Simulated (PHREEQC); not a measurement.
Dissolve 0.098 mol/kgw NaH2PO4 and 0.42 mol/kgw Na2CO3 at 25 °C. Closed to the air; pH follows from the charge balance.

Equilibrium calculation in PHREEQC: ion-association model, phreeqc.dat.

| quantity | before | after |
|---|---|---|
| pH | 9.83 | 9.98 |
| ionic strength (mol/kgw) | 0.865 | 0.470 |
| Na+ (mol/kgw) | 0.683 | 0.362 |
| NaCO3- (mol/kgw) | 0.222 | 0.0966 |
| CO3-2 (mol/kgw) | 0.0965 | 0.0625 |
| HCO3- (mol/kgw) | 0.0881 | 0.0466 |

What was changed between the two runs?
A) diluted 2-fold with water
B) temperature from 25 to 35 °C
C) Na2CO3 from 0.42 to 0.084 mol/kgw
D) NaH2PO4 replaced by NaNO3 at the same molality
E) NaH2PO4 from 0.098 to 0.196 mol/kgw

A, diluted 2-fold with water

No solid was allowed to form. The ionic strength passes 0.7 mol/kgw, the rough limit of the ion-association models, in before.
